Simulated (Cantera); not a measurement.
Thermodynamics of silicon carbide growth, feed CH3SiH3 + H2

A closed system holds: 1 mol CH3SiH3, 350 mol H2, equilibrated at 70.5 Torr.

Equilibrium computed with Cantera from the NASA thermochemical tables; the gas is ideal and each condensed phase is pure. Candidate condensed phases: C, C6H6, C7H8, C8H18, Si, SiC; 87 gas species. The feed counts by its element totals alone. Mutual solubility and eutectic melting of coexisting phases are not modelled. Gases not in the tables: Si2H6 and higher silanes. Equilibrium is a limit: real reactors are often held back by kinetics, nucleation or transport.

| T (K) | log p H2 | log p H | log p Si | log p C2H2 (acetylene) | log p SiH | log p SiH2 | log p CH4 | log p Si2C | n Si(s) | n SiC(s) |
|---|---|---|---|---|---|---|---|---|---|---|
| 1423 | -1.03 | -5.69 | -8.82 | -11.04 | -8.68 | -7.31 | -6.75 | -11.91 | 0.000440 | 0.999 |
| 1473 | -1.03 | -5.41 | -8.26 | -10.58 | -8.22 | -7.01 | -6.77 | -11.17 | 0.000190 | 0.999 |
| 1523 | -1.03 | -5.15 | -7.82 | -10.00 | -7.87 | -6.80 | -6.71 | -10.56 | 0 | 0.999 |
| 1573 | -1.03 | -4.90 | -7.49 | -9.29 | -7.62 | -6.69 | -6.58 | -10.07 | 0 | 0.999 |
| 1623 | -1.03 | -4.67 | -7.19 | -8.61 | -7.40 | -6.60 | -6.45 | -9.62 | 0 | 0.999 |
| 1673 | -1.03 | -4.46 | -6.90 | -7.97 | -7.19 | -6.51 | -6.32 | -9.19 | 0 | 0.998 |
| 1723 | -1.03 | -4.25 | -6.63 | -7.37 | -6.99 | -6.42 | -6.20 | -8.79 | 0 | 0.997 |
| 1773 | -1.03 | -4.06 | -6.36 | -6.84 | -6.78 | -6.33 | -6.11 | -8.40 | 0 | 0.996 |
| 1823 | -1.03 | -3.88 | -6.08 | -6.39 | -6.57 | -6.21 | -6.05 | -8.00 | 0 | 0.993 |
| 1873 | -1.03 | -3.70 | -5.79 | -6.02 | -6.34 | -6.07 | -6.01 | -7.60 | 0 | 0.989 |
| 1923 | -1.03 | -3.54 | -5.50 | -5.69 | -6.10 | -5.93 | -5.99 | -7.21 | 0 | 0.980 |
| 1973 | -1.03 | -3.38 | -5.22 | -5.40 | -5.87 | -5.79 | -5.99 | -6.83 | 0 | 0.965 |
| 2023 | -1.03 | -3.24 | -4.95 | -5.13 | -5.65 | -5.65 | -5.98 | -6.47 | 0 | 0.937 |
| 2073 | -1.03 | -3.10 | -4.68 | -4.87 | -5.44 | -5.51 | -5.98 | -6.12 | 0 | 0.890 |
log p: log10 of the partial pressure in bar; n: condensed amount in mol.

From 1423 K to 1473 K the condensed part is Si(s) + SiC(s). From 1523 K to 2073 K the condensed part is SiC(s). The main Si-bearing gas is SiH2 at 1423 K and Si at 2073 K.
